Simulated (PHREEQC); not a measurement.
A made-up water analysis in mg/L, 25 °C, pH 7.64, pe 10.4: Na 29.5; K 1.17; Ca 78.4; Mg 1.28; Cl 23.9; S(6) as SO4 53; Alkalinity as HCO3 210; F 0.123; Cd 0.0715; Cu(2) 0.535; Ni 0.0537; Br 0.432; Pb 0.15.

Valence states are taken as typed.

All values are PHREEQC results (ion-association model, wateq4f.dat), not measurements.

The ionic strength comes out as 0.00735 mol/kgw. The charge-balance error is 1.2 %.

```csv
species,molality,activity,log γ
HCO3-,0.00332,0.00304,-0.038
Ca+2,0.00181,0.00127,-0.152
Na+,0.00128,0.00117,-0.039
Cl-,0.000674,0.000616,-0.040
SO4-2,0.000464,0.000326,-0.154
CO2,0.000157,0.000157,0.001
CaSO4,8.27e-5,8.28e-5,0.001
CaHCO3+,5.39e-5,4.94e-5,-0.037
Mg+2,4.85e-5,3.43e-5,-0.150
K+,2.99e-5,2.73e-5,-0.040
CaCO3,1.33e-5,1.33e-5,0.001
```

This is a speciation only: nothing precipitates in the calculation. The solution is supersaturated, for example in Malachite, Otavite, so a real one may precipitate; this is no full list. Species that the database lacks are ignored. The database's constant for dissolved Cu(OH)2 is higher than later reviews accept. The database's nickel carbonate constants are estimates that later reviews lower a good deal.
